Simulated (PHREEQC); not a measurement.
Consider water at 35 °C with 110 mmol/kgw NaOH and 0.052 mmol/kgw NaAlO2. Closed to the air; pH follows from the charge balance.

Model: ion-association model, wateq4f.dat, run in PHREEQC.

This is a speciation only: nothing precipitates in the calculation.

### Question
What pH does the model give?

### Answer
pH 12.61.

Complexes and solids missing from the database can't appear.
